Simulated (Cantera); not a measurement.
A closed system holds: 1 mol NH₃, 4.1 mol H₂O, 0.056 mol O₂, held at 26.0 Pa.

These are equilibrium values from Cantera (NASA tables, ideal gas, pure condensed phases), not measurements of a reactor. Candidate condensed phases: H₂O; 24 gas species. Equilibrium is a limit: real reactors are often held back by kinetics, nucleation or transport.

### Question
At 1352 °C, list the 5 most abundant gas species with their mole fractions, and the condensed phases.

### Answer
H₂O 0.689, H₂ 0.226, N₂ 0.0819, H 0.00208, OH 0.000267. Condensed: gas only.
